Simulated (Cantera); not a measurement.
A perfectly stirred reactor is fed with H₂ : O₂ : N₂ = 1 : 0.294 : 1.11 (molar parts), equivalence ratio 1.7, at 690000 Pa; it is adiabatic with a 675 K inlet, and is followed from long to short residence time, starting on the burning branch (τ in s: 0.058, 0.029, 0.014, 0.0069, 0.0034, 0.0017, 0.00083, 0.00041, 0.0002, 9.8e-05).

Model: the H2/O2 subset of GRI-Mech 3.0, which has no nitrogen chemistry, integrated in Cantera. The hydrogen kinetics of GRI-Mech 3.0 are dated; newer H2 mechanisms differ, most at raised pressure.

One state of this run: T (K) = 2459; x H₂ = 0.193; x O₂ = 1.61e-5; x OH = 0.00105; x H₂O₂ = 1.49e-8; x H₂O = 0.277; x HO₂ = 2.20e-8. x: mole fraction; the columns are a selection and need not sum to one.

Which value of τ (s) does it belong to?
A. 0.00041
B. 9.8e-5
C. 0.029
D. 0.0034

C, 0.029
